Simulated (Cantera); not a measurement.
Formation from one mole of N2

Standard-state values (1 bar) from the NASA 1993 polynomials, evaluated with Cantera. Values are per mole of reaction as written; species without (g) are pure solids or liquids, kept so even where they would boil at 1 bar.

4 Cr + N2(g) = 2 Cr2N

```tsv
T (K)	ΔH° (kJ)	ΔS° (J/K)	ΔG° (kJ)	log10 K
300	-251.0	-156.2	-204.2	35.55
350	-250.5	-154.4	-196.4	29.31
400	-249.7	-152.5	-188.8	24.65
450	-248.9	-150.6	-181.2	21.03
500	-248.1	-148.7	-173.7	18.15
550	-247.2	-147.0	-166.3	15.79
600	-246.2	-145.4	-159.0	13.84
650	-245.3	-143.9	-151.8	12.20
```

3 H2(g) + N2(g) = 2 NH3(g)

```tsv
T (K)	ΔH° (kJ)	ΔS° (J/K)	ΔG° (kJ)	log10 K
300	-92.0	-198.4	-32.4	5.65
350	-94.1	-205.1	-22.4	3.34
400	-96.2	-210.6	-12.0	1.56
450	-98.1	-215.1	-1.3	0.15
500	-99.9	-218.8	9.5	-1.00
550	-101.5	-221.9	20.6	-1.95
600	-102.9	-224.4	31.7	-2.76
650	-104.2	-226.5	43.0	-3.46
```
